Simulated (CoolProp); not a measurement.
Computed with CoolProp (reference Helmholtz-energy equation of state, Schroeder 2014).

Problem. For ethanol, give the phase and the Z, cv (kJ/(kg K)), fugacity coefficient at 77.25 °C and 318 bar; 108.05 °C and 318 bar; 231.15 °C and 318 bar.

Solution. 
- 77.25 °C and 318 bar: liquid; Z 0.653, cv 2.38, fugacity coefficient 0.00573
- 108.05 °C and 318 bar: liquid; Z 0.621, cv 2.57, fugacity coefficient 0.0163
- 231.15 °C and 318 bar: liquid; Z 0.575, cv 2.93, fugacity coefficient 0.200
